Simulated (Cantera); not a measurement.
## Thermodynamics of nitride etching, feed BN + H₂O + H₂

A closed system holds: 1 mol BN, a varied amount of H₂O, 1.4 mol H₂, equilibrated at 750 K and 133 Pa.

Cantera equilibrium calculation (NASA polynomials, part measured and part estimated; ideal gas, pure solids and liquids). Candidate condensed phases: B, BN, B₂O₃, B₃O₃H₃, H₂O; 39 gas species. Gases not in the tables: H₃BO₃. Rates play no part.

```tsv
n(H₂O) (mol)	log p H₂	log p H₂O	log p N₂	log p (HBO₂)₃	n BN(s)	n B₂O₃(l)
0.29	-2.90	-6.28	-4.14	-10.29	0.807	0.0964
0.36	-2.90	-6.26	-4.07	-10.26	0.761	0.120
0.46	-2.91	-6.24	-3.99	-10.23	0.694	0.153
0.59	-2.92	-6.22	-3.92	-10.20	0.607	0.196
0.75	-2.92	-6.21	-3.86	-10.18	0.501	0.250
0.96	-2.93	-6.19	-3.80	-10.16	0.361	0.320
1.2	-2.94	-6.18	-3.75	-10.15	0.201	0.400
1.6	-2.96	-4.42	-3.72	-7.50	0	0.500
2	-3.00	-3.77	-3.77	-6.52	0	0.499
2.5	-3.06	-3.52	-3.82	-6.15	0	0.496
3.2	-3.12	-3.35	-3.88	-5.90	0	0.493
4.1	-3.19	-3.24	-3.95	-5.73	0	0.487
```
log p: log10 of the partial pressure in bar; n: condensed amount in mol.

From 0.29 mol H₂O to 1.2 mol H₂O the condensed part is BN(s) + B₂O₃(l). From 1.6 mol H₂O to 4.1 mol H₂O the condensed part is B₂O₃(l).
